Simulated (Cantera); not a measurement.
A Cantera script and its output.

```python
import numpy as np
import cantera as ct

surf = ct.Interface("ptcombust.yaml", "Pt_surf")
gas = surf.adjacent["gas"]
gas.TPX = 300, 15000, {'CH4': 0.078, 'O2': 0.063, 'N2': 0.79}
jet = ct.ImpingingJet(gas=gas, width=0.029, surface=surf)
jet.inlet.mdot, jet.inlet.T, jet.inlet.X = 0.059, 300, {'CH4': 0.078, 'O2': 0.063, 'N2': 0.79}
jet.set_refine_criteria(ratio=10, slope=0.2, curve=0.3)
show, cover = ['CH4', 'O2', 'H2O', 'OH', 'CO', 'CO2'], ["PT(S)", "H(S)", "O(S)", "OH(S)", "CO(S)", "C(S)"]

rows = []
print(f"{'Ts/K':>7s}" + "".join(f"{s:>11s}" for s in show + cover) + "   (gas at the wall, coverages)")
for i, Ts in enumerate([900, 950, 1000, 1050, 1100, 1150]):
    jet.surface.T = Ts
    if i == 0:
        surf.TP = Ts, 15000
        surf.coverages = "PT(S):0.5, O(S):0.5"
        surf.advance_coverages(1.0)
        jet.set_initial_guess(products="inlet")
    jet.solve(loglevel=0, auto=(i == 0))
    rows.append([*(jet.X[gas.species_index(s), -1] for s in show), *surf[cover].coverages])
    print(f"{Ts:7g}" + "".join(f"{x:11.3e}" for x in rows[-1]))
```

Result:

```
   Ts/K        CH4         O2        H2O         OH         CO        CO2      PT(S)       H(S)       O(S)      OH(S)      CO(S)       C(S)   (gas at the wall, coverages)
    900  4.611e-02  1.263e-02  6.094e-02  9.806e-12  3.927e-02  2.352e-05  2.231e-01  1.458e-03  1.935e-07  7.032e-07  9.947e-02  6.760e-01
    950  4.026e-02  1.059e-02  5.880e-02  2.848e-11  4.525e-02  2.197e-05  2.557e-01  1.948e-03  1.435e-07  5.850e-07  6.055e-02  6.818e-01
   1000  3.101e-02  7.708e-03  5.493e-02  7.869e-11  5.466e-02  3.030e-05  3.160e-01  2.435e-03  1.270e-07  5.889e-07  4.914e-02  6.324e-01
   1050  1.704e-02  4.062e-03  4.797e-02  2.162e-10  6.878e-02  8.238e-05  4.610e-01  3.187e-03  1.513e-07  7.485e-07  6.246e-02  4.734e-01
   1100  6.720e-03  1.695e-03  4.196e-02  6.946e-10  7.880e-02  5.489e-04  7.459e-01  3.876e-03  3.882e-07  1.366e-06  9.514e-02  1.551e-01
   1150  4.896e-03  1.298e-03  4.005e-02  2.215e-09  7.971e-02  1.629e-03  8.758e-01  3.632e-03  9.384e-07  1.993e-06  7.146e-02  4.911e-02
```

Model: Deutschmann's 1995 Pt surface mechanism with GRI-Mech 3.0 gas chemistry, integrated in Cantera. Catalytic surfaces can have several steady states; this one follows from the mechanism file's or the stated starting coverage.
